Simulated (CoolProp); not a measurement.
Vapour-liquid equilibrium of isobutane (1) + R245fa (2) at 1330 kPa; x and y are mole fractions of (1).

The numbers come from the multi-fluid Helmholtz-energy mixture model, Bücker 2006 and Akasaka 2015; pair parameters Bell 2016 in CoolProp.

```csv
x,bubble temperature (K),y at the bubble point,dew temperature at overall composition x (K),liquid density (mol/L)
0.05,369.1,0.139,373.2,8.169
0.125,361.8,0.295,369.8,8.232
0.2,356.7,0.400,366.3,8.240
0.275,353.2,0.473,362.8,8.212
0.35,350.8,0.527,359.2,8.167
0.425,349.2,0.569,355.5,8.118
0.5,348.0,0.606,352.0,8.075
0.575,347.3,0.641,349.0,8.046
0.65,346.8,0.677,347.1,8.033
0.725,346.7,0.718,346.7,8.038
0.8,347.0,0.767,347.5,8.056
0.875,348.1,0.831,349.1,8.082
0.95,350.3,0.920,351.1,8.101
```

y crosses x between x = 0.65 and 0.725: the model has an azeotrope there.

The pair parameters rest on a limited set of measurements; away from them the model extrapolates.
